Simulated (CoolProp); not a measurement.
Vapour-liquid equilibrium of CH2F2 (R32) (1) + methanol (2) at 321.2 K; x and y are mole fractions of (1).

Values from CoolProp's multi-fluid Helmholtz-energy mixture model, Tillner-Roth 1997 and de Reuck 1993; pair parameters Bell 2016.

Task: Give the bubble pressure and the first vapour's composition at x = 0.15, 0.45, 0.85. Is there an azeotrope?

Result: x = 0.15: 1.038 MPa, y = 0.947; x = 0.45: 1.977 MPa, y = 0.970; x = 0.85: 2.531 MPa, y = 0.982. No azeotrope shows between x = 0.05 and 0.95.

Pair parameters are fitted to limited data, so mixtures are less certain than the pure fluids. The gap from Raoult's law changes sign with composition, which may be real or a fault of the pair parameters; it wasn't checked against measurements. With so large a gap from Raoult's law the liquid may split in two, which this calculation doesn't test in full.
